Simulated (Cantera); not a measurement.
Input: 1 mol SiH₄, 2.3 mol H₂O, 5.3 mol N₂, held at 4.13 Torr.

Equilibrium computed with Cantera from the NASA thermochemical tables; the gas is ideal and each condensed phase is pure. Candidate condensed phases: H₂O, Si, SiO₂, Si₂N₂O, Si₃N₄; 35 gas species. The tables hold silica as quartz up to 1696 K and as liquid above; real silica turns to tridymite and cristobalite and melts near 1996 K. Kinetics and transport are ignored.

x: gas mole fraction; n: condensed amount in mol.

```
T (°C)   x N₂   x H₂   x H₂O       x H    x NH₃     x SiO      x OH  n SiO₂(α-quartz)  n SiO₂(β-quartz)
------  -----  -----  ------  --------  -------  --------  --------  ----------------  ----------------
400     0.552  0.417  0.0313    <1e-12  1.48e-5    <1e-12    <1e-12              1.00                 0
475     0.552  0.417  0.0313  2.51e-12  5.74e-6    <1e-12    <1e-12              1.00                 0
550     0.552  0.417  0.0313  6.38e-11  2.62e-6    <1e-12    <1e-12              1.00                 0
625     0.552  0.417  0.0312  9.52e-10  1.35e-6    <1e-12    <1e-12                 0              1.00
700     0.552  0.417  0.0312   9.41e-9  7.69e-7    <1e-12  1.26e-12                 0              1.00
775     0.552  0.417  0.0312   6.72e-8  4.72e-7    <1e-12  1.59e-11                 0              1.00
850     0.552  0.417  0.0312   3.71e-7  3.08e-7  1.74e-12  1.43e-10                 0              1.00
925     0.552  0.417  0.0312       [?]      [?]       [?]       [?]                 0              1.00
1000    0.552  0.417  0.0312       [?]      [?]       [?]       [?]                 0              1.00
1075    0.552  0.417  0.0312   2.01e-5  1.13e-7   3.07e-8   2.43e-8                 0              1.00
1150    0.552  0.417  0.0312   5.78e-5  8.69e-8   3.96e-7   9.41e-8                 0             1.000
```

Q: What belongs in the gaps?

A: 
- 1000, x H: 6.21e-6
- 1000, x NH₃: 1.52e-7
- 1000, x SiO: 1.75e-9
- 1000, x OH: 5.36e-9
- 925, x H: 1.65e-6
- 925, x NH₃: 2.12e-7
- 925, x SiO: 6.88e-11
- 925, x OH: 9.81e-10
